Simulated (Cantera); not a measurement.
**Stirred combustor or abatement burner**

A perfectly stirred reactor is fed with CH4 : C2H6 : O2 : N2 = 1 : 1.2 : 8.27 : 31.1 (molar parts), at 0.320 bar; it is adiabatic with a 600 K inlet, and is followed from long to short residence time, starting on the burning branch (τ in s: 0.063, 0.034, 0.018, 0.01, 0.0055, 0.003, 0.0016, 0.00088, 0.00048, 0.00026, 0.00014, 7.7e-05, 4.2e-05).

Detailed kinetics in Cantera: GRI-Mech 3.0 (53 species, 325 reactions).

```tsv
τ (s)	T (K)	x CH4	x C2H6	x O2	x H2O2	x NO
0.063	2093	2.49e-6	5.48e-7	0.0502	4.87e-8	0.000485
0.034	2069	3.82e-6	9.28e-7	0.0509	5.47e-8	0.000309
0.018	2037	6.01e-6	1.58e-6	0.0518	6.46e-8	0.000188
0.010	2002	9.30e-6	2.58e-6	0.0527	7.72e-8	0.000117
0.0055	1963	1.49e-5	4.28e-6	0.0538	9.41e-8	7.38e-5
0.0030	1920	2.46e-5	7.23e-6	0.0550	1.16e-7	4.80e-5
0.0016	1874	4.32e-5	1.28e-5	0.0565	1.44e-7	3.19e-5
0.00088	1831	7.73e-5	2.29e-5	0.0584	1.76e-7	2.20e-5
0.00048	1786	0.000149	4.39e-5	0.0612	2.14e-7	1.49e-5
0.00026	1736	0.000330	9.67e-5	0.0663	2.65e-7	9.60e-6
0.00014	600	0.0241	0.0289	0.199	<1e-12	<1e-12
7.7e-5	600	0.0241	0.0289	0.199	<1e-12	<1e-12
4.2e-5	600	0.0241	0.0289	0.199	<1e-12	<1e-12
```
x: mole fraction; the columns are a selection and need not sum to one.
